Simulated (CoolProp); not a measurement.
Model: reference Helmholtz-energy equation of state, de Reuck 1993, in CoolProp.

Q: For methanol, give the phase and the Prandtl number, fugacity coefficient at 316.9 K and 91.2 bar; 327.4 K and 91.2 bar.

A: 
- 316.9 K and 91.2 bar: liquid; Prandtl number 5.85, fugacity coefficient 0.00521
- 327.4 K and 91.2 bar: liquid; Prandtl number 5.33, fugacity coefficient 0.00816

Viscosity comes from a separate model (Xiang 2006). Thermal conductivity comes from a separate model (Sykioti 2013).
